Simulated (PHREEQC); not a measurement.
Solution (25 °C): 190 mmol/kgw KH2PO4 and 11 mmol/kgw NH3. Closed to the air; pH follows from the charge balance.

All values are PHREEQC results (ion-association model, phreeqc.dat), not measurements.

This is a speciation only: nothing precipitates in the calculation.

Question: Order these P species by the share of P that they hold, largest first: KHPO4-, HPO4-2, H2PO4-.

Answer: H2PO4- (94 %), HPO4-2 (5.3 %), KHPO4- (0.54 %)

The pH is 5.55 and the ionic strength 0.210 mol/kgw. Species that the database lacks are ignored.
